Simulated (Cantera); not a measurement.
## CO₂ + SO₂ + O₂ + H₂ (abatement and gas-phase synthesis)

Feed: 1 mol CO₂, 0.049 mol SO₂, 0.054 mol O₂, 0.19 mol H₂, equilibrated at 0.00250 bar.

Cantera equilibrium calculation (NASA polynomials, part measured and part estimated; ideal gas, pure solids and liquids). Candidate condensed phases: C, C₆H₆, C₇H₈, C₈H₁₈, H₂O, H₂SO₄, S; 123 gas species. Equilibrium is a limit: real reactors are often held back by kinetics, nucleation or transport.

```
T (°C)  log p CO₂  log p H₂O  log p CO  log p SO₂  log p O₂
------  ---------  ---------  --------  ---------  --------
1427        -2.73      -3.43     -3.80      -4.01     -6.18
1452        -2.73      -3.43     -3.80      -4.01     -5.94
1477        -2.73      -3.43     -3.80      -4.01     -5.71
1502        -2.73      -3.43     -3.79      -4.01     -5.49
1527        -2.73      -3.43     -3.78      -4.01     -5.29
1552        -2.74      -3.43     -3.76      -4.01     -5.10
1577        -2.74      -3.43     -3.74      -4.01     -4.93
1602        -2.74      -3.44     -3.72      -4.01     -4.77
1627        -2.75      -3.44     -3.69      -4.02     -4.63
1652        -2.75      -3.44     -3.66      -4.02     -4.51
1677        -2.76      -3.45     -3.63      -4.02     -4.40
```
log p: log10 of the partial pressure in bar; nothing condenses.

From 1427 °C to 1677 °C nothing is condensed. The main C-bearing gas is CO₂ throughout.
